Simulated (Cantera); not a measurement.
A perfectly stirred reactor is fed with 0.374 % CO, 2.59 % O₂, 1.06 % H₂O, 96.0 % N₂, at 10.0 bar; it is held at 1325 K, and followed from long to short residence time.

Detailed kinetics in Cantera: GRI-Mech 3.0 (53 species, 325 reactions).

Predict: x(CO) at τ = 0.890 s; x(O₂) at τ = 0.890 s; x(H₂O) at τ = 0.890 s; x(H₂) at τ = 0.890 s; x(N₂O) at τ = 0.890 s; x(CO) at τ = 24.0 ms; x(O₂) at τ = 24.0 ms; x(H₂O) at τ = 24.0 ms; x(H₂) at τ = 24.0 ms; x(N₂O) at τ = 24.0 ms.


| Item | Result |
|---|---|
| x(CO) at τ = 0.890 s | 3.41e-5 |
| x(O₂) at τ = 0.890 s | 0.0241 |
| x(H₂O) at τ = 0.890 s | 0.0106 |
| x(H₂) at τ = 0.890 s | 1.38e-7 |
| x(N₂O) at τ = 0.890 s | 4.44e-7 |
| x(CO) at τ = 24.0 ms | 0.000558 |
| x(O₂) at τ = 24.0 ms | 0.0244 |
| x(H₂O) at τ = 24.0 ms | 0.0106 |
| x(H₂) at τ = 24.0 ms | 2.09e-6 |
| x(N₂O) at τ = 24.0 ms | 1.37e-6 |
